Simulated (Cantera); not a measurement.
An isothermal, constant-pressure homogeneous reactor starts with NH₃ : H₂ = 1 : 2.6 (molar parts), at 2423 K and 1.18 atm.

Model: the gas-phase N/H chemistry of the illustrative SiF4/NH3 mechanism in the Surface Chemkin manual (1991), integrated in Cantera. Walls and surfaces, which speed up NH3 decomposition in real reactors, are not modelled.

One state of this run: x NH₃ = 2.23e-5; x H₂ = 0.877; x H = 0.0153; x N₂H₄ = <1e-12; x NH = 4.16e-7. x: mole fraction; the columns are a selection and need not sum to one.

Question: Which value of t (s) does it belong to?
A. 0.000285
B. 1.68
C. 5.79
D. 0.0406

Answer: D, 0.0406
